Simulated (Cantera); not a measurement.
A Cantera script and what it prints.

```python
import numpy as np
import cantera as ct

gas_names = [...]  # 123 gases of nasa_gas.yaml made of C, H, O, Si
cond_names = """
    C(gr) C6H6(L) C7H8(L) C8H18(L),n-octa H2O(s) H2O(L) Si(cr) Si(L) SiC(b) SiO2(Lqz) SiO2(hqz) SiO2(L)
""".split()


# ... load() reads the species with a 1 bar reference pressure and builds the phases ...
atoms = {
    'TEOS': {'Si': 1, 'C': 8, 'H': 20, 'O': 4},
    'O3': {'O': 3},
    'H2': {'H': 2},
}
top_T = {'C(gr)': 4500, 'SiC(b)': 3050}  # K; cautious upper limits of use, not melting points


# ... equilibrate(T, P, feed) seeds the gas with the atoms and calls Mixture.equilibrate('TP', solver="vcs", rtol=1e-11, max_steps=5000) ...
results = []
feed = {'TEOS': 1, 'O3': 0.91, 'H2': 0.93}  # mol
T = 775  # K
for P in [5, 15, 45, 140, 410, 1200, 3700, 11000, 33000, 100000]:
    mix = equilibrate(T, P, feed)
    results.append((T, P, feed, dict(zip(mix.species_names, mix.species_moles))))

top = {s: max(r[3][s] / sum(r[3][g] for g in gas_names) for r in results) for s in gas_names}
cols = sorted((s for s in top if top[s] > 0.0001), key=lambda s: -top[s])[:9]
seen = [c for c in cond_names if any(r[3].get(c, 0) > 1e-12 for r in results)]
print("log10 of partial pressures in bar; condensed amounts in mol")
print(f"{'P/Pa':>10s}" + "".join(f"{s[:9]:>10s}" for s in cols + seen))
for T, P, feed, n in results:
    ng = sum(n[g] for g in gas_names)
    print(f"{P:10.4g}" + "".join(f"{np.log10(max(n[s] / ng * P / 1e5, 1e-99)):10.3f}" for s in cols)
          + "".join(f"{n.get(c, 0):10.4g}" for c in seen))
```

Output:

```
log10 of partial pressures in bar; condensed amounts in mol
      P/Pa        H2       H2O        CO       CH4       CO2     C(gr) SiO2(Lqz)
         5    -4.457    -7.626    -4.824    -8.603    -7.290     3.293         1
        15    -3.979    -6.677    -4.353    -7.648    -6.347     3.336         1
        45    -3.500    -5.738    -3.892    -6.690    -5.426     3.455         1
       140    -3.004    -4.791    -3.442    -5.698    -4.526     3.745         1
       410    -2.534    -3.940    -3.060    -4.757    -3.763      4.23         1
      1200    -2.070    -3.148    -2.733    -3.829    -3.108     4.811         1
      3700    -1.602    -2.388    -2.441    -2.893    -2.524     5.274         1
   1.1e+04    -1.181    -1.717    -2.191    -2.050    -2.024     5.367         1
   3.3e+04    -0.799    -1.097    -1.952    -1.287    -1.547     5.087         1
     1e+05    -0.460    -0.518    -1.713    -0.610    -1.068     4.641         1
```

Cantera equilibrium calculation (NASA polynomials, part measured and part estimated; ideal gas, pure solids and liquids). The feed counts by its element totals alone.
